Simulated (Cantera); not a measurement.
Ignition delay

Mixture: 7.63 % CH4, 20.9 % O2, 71.1 % N2, 0.366 % C2H6, at 23.0 bar, adiabatic and at constant pressure. Ignition delay is the time to a rise of 400 K.

Model: GRI-Mech 3.0 (53 species, 325 reactions), integrated in Cantera. The pressure lies above the range GRI-Mech 3.0 was tuned for (to about 10 atm).

| T0 (K) | delay (ms) |
|---|---|
| 1098 | 2.82 |
| 1198 | 0.768 |
| 1298 | 0.261 |
| 1398 | 0.100 |
| 1498 | 0.0418 |
| 1598 | 0.0185 |
| 1698 | 0.00881 |
| 1798 | 0.00453 |
| 1898 | 0.00253 |

| Property | Result |
|---|---|
| apparent activation energy between 1698 and 1898 K | 170 kJ/mol |
